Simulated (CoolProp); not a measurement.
Vapour-liquid equilibrium of propane (1) + n-pentane (2) at 256.5 K; x and y are mole fractions of (1).

Computed with CoolProp (multi-fluid Helmholtz-energy mixture model, Lemmon 2009 and Thol 2019; pair parameters Kunz 2012).

Q: Give the bubble pressure and the first vapour's composition at x = 0.25, 0.35, 0.65. Is there an azeotrope?

A: x = 0.25: 0.8725 bar, y = 0.900; x = 0.35: 1.135 bar, y = 0.931; x = 0.65: 1.870 bar, y = 0.974. No azeotrope shows between x = 0.05 and 0.95.

Pair parameters are fitted to limited data, so mixtures are less certain than the pure fluids.
